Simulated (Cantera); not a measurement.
Feed: 1 mol Fe2O3, 2.3 mol CO, 0.14 mol N2, equilibrated at 330 Torr.

Method: chemical equilibrium by Gibbs-energy minimisation in Cantera with the NASA 1993 tables (ideal gas, pure condensed phases). Candidate condensed phases: C, Fe, Fe(CO)5, FeO, Fe2O3, Fe3O4; 27 gas species. The tables' stoichiometric FeO is somewhat more stable than real wüstite, so its field is too wide. FeO: taken at fixed stoichiometry. Rates play no part. All values below are at 2223 K.

Base state: CO 0.531, CO2 0.410, N2 0.0573, Fe 0.000905, FeO 0.000121, O2 6.72e-5, NO 6.41e-5, O 3.86e-5 (mole fractions); condensed: FeO(l).

Q: What changes in the equilibrium state with this change: Fe2O3 replaced by Cu2O?

A: 
```json
[
 {"species": "CO", "before": "0.531", "after": "0.499"},
 {"species": "CO2", "before": "0.410", "after": "0.384"},
 {"species": "Cu", "before": "0", "after": "0.0627"},
 {"species": "N2", "before": "0.0573", "after": "0.0537"},
 {"species": "Fe", "before": "0.000905", "after": "0"},
 {"species": "Cu2", "before": "0", "after": "0.000508"},
 {"species": "FeO", "before": "0.000121", "after": "0"},
 {"species": "CuO", "before": "0", "after": "2.99e-5"},
 {"species": "NO", "before": "6.41e-5", "after": "6.18e-5"},
 {"species": "FeO(l), mol", "before": "2.00", "after": "0"},
 {"species": "Cu(l), mol", "before": "0", "after": "1.83"}
]
```
Further candidate phases: Cu, CuO, Cu2O.
